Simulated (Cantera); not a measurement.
Input: 1 mol B, 17 mol H₂O, 5.8 mol N₂, equilibrated at 0.470 bar.

Equilibrium computed with Cantera from the NASA thermochemical tables; the gas is ideal and each condensed phase is pure. Candidate condensed phases: B, BN, B₂O₃, B₃O₃H₃, H₂O; 39 gas species. The numbers say what is thermodynamically allowed, not how fast it happens. All values below are at 1875 K.

Base state: H₂O 0.644, N₂ 0.249, H₂ 0.0643, HBO₂ 0.0424, H 0.000243, B₂O₃ 0.000236, OH 0.000189, BO₂ 1.51e-5 (mole fractions); condensed: gas only.

Q: What changes in the equilibrium state with this change: pressure from 0.470 bar to 0.00490 bar?

A: 
```
species    before     after
-------  --------  --------
H₂O         0.644     0.640
N₂          0.249     0.248
H₂         0.0643    0.0646
H        0.000243   0.00238
OH       0.000189   0.00184
HBO₂       0.0424    0.0422
O         5.39e-7   5.13e-5
O₂        2.36e-6  0.000222
```

Q: What changes in the equilibrium state with this change: H₂O from 17 to 1.4 mol?

A: 
| species | before | after |
|---|---|---|
| N₂ | 0.249 | 0.777 |
| H₂ | 0.0643 | 0.175 |
| B₂O₃ | 0.000236 | 0.0198 |
| H₂O | 0.644 | 0.000841 |
| HBO | 1.48e-5 | 0.0102 |
| HBO₂ | 0.0424 | 0.0140 |
| B₂O₂ | 1.14e-8 | 0.00198 |
| OH | 0.000189 | 1.50e-7 |
| NO | 1.00e-5 | 8.47e-9 |
| BO | 9.18e-7 | 0.000384 |
| BO₂ | 1.51e-5 | 3.02e-6 |
| BN(s), mol | 0 | 0.0694 |
| B₂O₃(l), mol | 0 | 0.212 |
Mutual solubility and eutectic melting of coexisting phases are not modelled.
